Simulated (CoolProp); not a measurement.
Vapour-liquid equilibrium of cyclohexane (1) + ethylbenzene (2) at 1.24 MPa; x and y are mole fractions of (1).

Values from CoolProp's multi-fluid Helmholtz-energy mixture model, Zhou 2014 and Zhou 2012; pair parameters Bell 2016.

```csv
x,"bubble temperature, mixture model (°C)","bubble temperature, Raoult's law (°C)","y, mixture model","y, Raoult's law"
0.05,257.5,257.3,0.101,0.123
0.15,247.6,247.6,___,0.324
0.25,238.6,238.9,0.428,0.481
0.35,230.5,231.1,0.550,0.604
0.45,223.3,224.1,0.650,0.703
0.55,216.9,217.7,0.734,0.783
0.65,211.2,211.9,0.804,0.848
0.75,206.1,206.5,___,0.901
0.85,201.4,201.6,___,0.946
0.95,197.0,197.0,0.975,0.984
```

Some entries are withheld; supply them.


- 0.15, y, mixture model: 0.280
- 0.75, y, mixture model: 0.866
- 0.85, y, mixture model: 0.922

The largest gap from Raoult's law is -0.8 K in bubble temperature, at x = 0.55. No azeotrope shows between x = 0.05 and 0.95.

The pair parameters rest on a limited set of measurements; away from them the model extrapolates.
